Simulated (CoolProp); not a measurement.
Vapour-liquid equilibrium of R125 (1) + R236FA (2) at 219 kPa; x and y are mole fractions of (1).

Model: multi-fluid Helmholtz-energy mixture model, Lemmon 2005 and Pan 2012; pair parameters Bell 2016, in CoolProp.

```csv
x,bubble temperature (°C),y at the bubble point,dew temperature at overall composition x (°C),liquid density (mol/L)
0.05,…,0.199,17.4,9.268
0.15,…,0.477,14.8,9.614
0.25,-2.7,0.650,12.0,…
0.35,-8.6,0.761,8.9,10.24
0.45,…,0.836,5.5,10.54
0.55,-17.8,0.888,1.7,10.82
0.65,-21.4,0.926,-2.7,11.10
0.75,-24.5,0.954,-8.0,11.38
0.85,-27.3,0.976,-14.6,11.66
0.95,-29.8,0.993,-24.0,11.94
```

### Question
Complete the blanks.

### Answer

- 0.05, bubble temperature (°C): 13.5
- 0.15, bubble temperature (°C): 4.5
- 0.25, liquid density (mol/L): 9.937
- 0.45, bubble temperature (°C): -13.6

No azeotrope shows between x = 0.05 and 0.95.

Pair parameters are fitted to limited data, so mixtures are less certain than the pure fluids.
